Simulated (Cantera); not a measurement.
Input (Python, Cantera) and output of one run.

```python
import numpy as np
import cantera as ct

gas_names = """
    H HNO HNO2 HNO3 HO2 H2 H2O H2O2 N NH NH2 NH3 NH2OH NO NO2 NO3 N2 N2H2 N2H4 N2O O OH O2 O3 Zr ZrN ZrO
    ZrO2
""".split()
cond_names = """
    H2O(s) H2O(L) Zr(a) Zr(b) Zr(L) ZrN(s) ZrN(L) ZrO2(a) ZrO2(b) ZrO2(L)
""".split()


# ... load() reads the species with a 1 bar reference pressure and builds the phases ...
atoms = {
    'Zr': {'Zr': 1},
    'NH3': {'N': 1, 'H': 3},
    'H2': {'H': 2},
    'O2': {'O': 2},
}
top_T = {}  # K; cautious upper limits of use, not melting points


# ... equilibrate(T, P, feed) seeds the gas with the atoms and calls Mixture.equilibrate('TP', solver="vcs", rtol=1e-11, max_steps=5000) ...
results = []
feed = {'Zr': 1, 'NH3': 0.25, 'H2': 230, 'O2': 7.8}  # mol
T = 2373  # K
P = 22  # Pa
mix = equilibrate(T, P, feed)
results.append((T, P, feed, dict(zip(mix.species_names, mix.species_moles))))
print(gas.report(threshold=1e-06))
for i in range(1, mix.n_phases):
    print(f"{mix.phase(i).name:16s} {mix.phase_moles(i):12.5e} mol")
```

Output:

```
       temperature   2373 K
          pressure   22 Pa
           density   2.3504e-06 kg/m^3
  mean mol. weight   2.1079 kg/kmol
   phase of matter   gas

                          1 kg             1 kmol
                     ---------------   ---------------
          enthalpy        8.3172e+07        1.7532e+08  J
   internal energy        7.3812e+07        1.5559e+08  J
           entropy        1.2003e+05        2.5301e+05  J/K
    Gibbs function       -2.0166e+08       -4.2508e+08  J
 heat capacity c_p             12957             27312  J/K
 heat capacity c_v            9012.3             18997  J/K

                      mass frac. Y      mole frac. X     chem. pot. / RT
                     ---------------   ---------------   ---------------
                 H           0.27713           0.57953           -14.716
                H2           0.36229           0.37882           -29.431
               H2O           0.22483          0.026307           -52.565
                NO        0.00017878         1.256e-05           -45.058
                N2         0.0049524        0.00037265           -43.848
                 O          0.055857         0.0073594           -23.134
                OH          0.057669         0.0071478           -37.849
                O2          0.003219        0.00021206           -46.267
               ZrO        0.00090322        1.7757e-05            -48.78
              ZrO2          0.012972        0.00022191           -71.914
     [  +18 minor]         8.112e-07        1.1596e-07

Zr(L)             0.00000e+00 mol
ZrN(s)            0.00000e+00 mol
ZrO2(b)           9.20951e-01 mol
```

These are equilibrium values from Cantera (NASA tables, ideal gas, pure condensed phases), not measurements of a reactor.
